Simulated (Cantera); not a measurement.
Mixture: H₂ : O₂ : N₂ = 1 : 0.333 : 1.25 (molar parts), at 42000 Pa, adiabatic and at constant pressure. Ignition delay is the time to a rise of 400 K.

Computed with Cantera and the H2/O2 subset of GRI-Mech 3.0, which has no nitrogen chemistry. Where the delays flatten at high temperature, the 400 K rule measures the pace of heat release, not the induction time.

Question: What does this change do: O2 0.333 to 0.15 parts?

Answer: 
```tsv
quantity	before	after
delay at 1050 K	0.292 ms	0.602 ms
delay at 1200 K	0.120 ms	0.307 ms
delay at 1350 K	74.0 µs	0.254 ms
delay at 1500 K	60.8 µs	0.270 ms
```

Question: What does this change do: pressure from 42000 Pa to 1300000 Pa?

Answer: 
```
quantity           before    after
---------------  --------  -------
delay at 1050 K  0.292 ms  2.15 ms
delay at 1200 K  0.120 ms  84.6 µs
delay at 1350 K   74.0 µs  3.18 µs
delay at 1500 K   60.8 µs  1.21 µs
```
The hydrogen kinetics of GRI-Mech 3.0 are dated; newer H2 mechanisms differ, most at raised pressure. The pressure lies above the range GRI-Mech 3.0 was tuned for (to about 10 atm).
